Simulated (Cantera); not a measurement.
**Ignition delay**

Mixture: CH4 : O2 : N2 = 1 : 2 : 7.52 (molar parts), equivalence ratio 1.0, at 1800000 Pa, adiabatic and at constant volume. Ignition delay is the time to a rise of 400 K.

Model: GRI-Mech 3.0 (53 species, 325 reactions), integrated in Cantera. The pressure lies above the range GRI-Mech 3.0 was tuned for (to about 10 atm).

| T0 (K) | delay (ms) |
|---|---|
| 1050 | 18.6 |
| 1100 | 8.72 |
| 1150 | 4.40 |
| 1200 | 2.34 |
| 1250 | 1.30 |
| 1300 | 0.744 |
| 1350 | 0.438 |

```
Property                                                Result
--------------------------------------------------  ----------
apparent activation energy between 1250 and 1350 K  150 kJ/mol
```
